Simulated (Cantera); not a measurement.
Input (Python, Cantera) and output of one run.

```python
import numpy as np
import cantera as ct

gas_names = """
    Br Br2 Ca CaBr CaBr2 CaO CaOH CaO2H2 Ca2 H HBr HO2 H2 H2O H2O2 O OH O2 O3
""".split()
cond_names = """
    Br2(cr) Br2(L) Ca(a) Ca(b) Ca(L) CaBr2(s) CaBr2(L) CaO(s) CaO(L) CaO2H2(s) H2O(s) H2O(L)
""".split()


# ... load() reads the species with a 1 bar reference pressure and builds the phases ...
atoms = {
    'CaO': {'Ca': 1, 'O': 1},
    'HBr': {'H': 1, 'Br': 1},
    'O2': {'O': 2},
}
top_T = {}  # K; cautious upper limits of use, not melting points


# ... equilibrate(T, P, feed) seeds the gas with the atoms and calls Mixture.equilibrate('TP', solver="vcs", rtol=1e-11, max_steps=5000) ...
results = []
P = 2100  # Pa
for T in [823, 873, 923, 973, 1023, 1073, 1123, 1173, 1223, 1273, 1323, 1373, 1423]:
    for m in [5.2, 8, 11, 14, 17, 19, 22, 25]:
        feed = {'CaO': 1, 'HBr': m, 'O2': 3.8}  # mol
        mix = equilibrate(T, P, feed)
        results.append((T, P, feed, dict(zip(mix.species_names, mix.species_moles))))

for T, P, feed, n in results:
    print(f"{T:7g} {feed['HBr']:10.4g}  " + (" + ".join(c for c in cond_names if n.get(c, 0) > 1e-12) or "gas only"))
```

It prints:

```
    823        5.2  CaBr2(s)
    823          8  CaBr2(s)
    823         11  CaBr2(s)
    823         14  CaBr2(s)
    823         17  CaBr2(s)
    823         19  CaBr2(s)
    823         22  CaBr2(s)
    823         25  CaBr2(s)
    873        5.2  CaBr2(s)
    873          8  CaBr2(s)
    873         11  CaBr2(s)
    873         14  CaBr2(s)
    873         17  CaBr2(s)
    873         19  CaBr2(s)
    873         22  CaBr2(s)
    873         25  CaBr2(s)
    923        5.2  CaBr2(s)
    923          8  CaBr2(s)
    923         11  CaBr2(s)
    923         14  CaBr2(s)
    923         17  CaBr2(s)
    923         19  CaBr2(s)
    923         22  CaBr2(s)
    923         25  CaBr2(s)
    973        5.2  CaBr2(s)
    973          8  CaBr2(s)
    973         11  CaBr2(s)
    973         14  CaBr2(s)
    973         17  CaBr2(s)
    973         19  CaBr2(s)
    973         22  CaBr2(s)
    973         25  CaBr2(s)
   1023        5.2  CaBr2(L)
   1023          8  CaBr2(L)
   1023         11  CaBr2(L)
   1023         14  CaBr2(L)
   1023         17  CaBr2(L)
   1023         19  CaBr2(L)
   1023         22  CaBr2(L)
   1023         25  CaBr2(L)
   1073        5.2  CaBr2(L)
   1073          8  CaBr2(L)
   1073         11  CaBr2(L)
   1073         14  CaBr2(L)
   1073         17  CaBr2(L)
   1073         19  CaBr2(L)
   1073         22  CaBr2(L)
   1073         25  CaBr2(L)
   1123        5.2  CaBr2(L)
   1123          8  CaBr2(L)
   1123         11  CaBr2(L)
   1123         14  CaBr2(L)
   1123         17  CaBr2(L)
   1123         19  CaBr2(L)
   1123         22  CaBr2(L)
   1123         25  CaBr2(L)
   1173        5.2  CaBr2(L) + CaO(s)
   1173          8  CaBr2(L)
   1173         11  CaBr2(L)
   1173         14  CaBr2(L)
   1173         17  CaBr2(L)
   1173         19  CaBr2(L)
   1173         22  CaBr2(L)
   1173         25  CaBr2(L)
   1223        5.2  CaBr2(L) + CaO(s)
   1223          8  CaBr2(L)
   1223         11  CaBr2(L)
   1223         14  CaBr2(L)
   1223         17  CaBr2(L)
   1223         19  CaBr2(L)
   1223         22  CaBr2(L)
   1223         25  CaBr2(L)
   1273        5.2  CaO(s)
   1273          8  CaBr2(L) + CaO(s)
   1273         11  CaBr2(L)
   1273         14  CaBr2(L)
   1273         17  CaBr2(L)
   1273         19  CaBr2(L)
   1273         22  CaBr2(L)
   1273         25  CaBr2(L)
   1323        5.2  CaO(s)
   1323          8  CaO(s)
   1323         11  CaBr2(L) + CaO(s)
   1323         14  CaBr2(L)
   1323         17  CaBr2(L)
   1323         19  CaBr2(L)
   1323         22  CaBr2(L)
   1323         25  CaBr2(L)
   1373        5.2  CaO(s)
   1373          8  CaO(s)
   1373         11  CaO(s)
   1373         14  CaO(s)
   1373         17  gas only
   1373         19  gas only
   1373         22  gas only
   1373         25  gas only
   1423        5.2  CaO(s)
   1423          8  CaO(s)
   1423         11  CaO(s)
   1423         14  gas only
   1423         17  gas only
   1423         19  gas only
   1423         22  gas only
   1423         25  gas only
```

Method: chemical equilibrium by Gibbs-energy minimisation in Cantera with the NASA 1993 tables (ideal gas, pure condensed phases). Mutual solubility and eutectic melting of coexisting phases are not modelled.
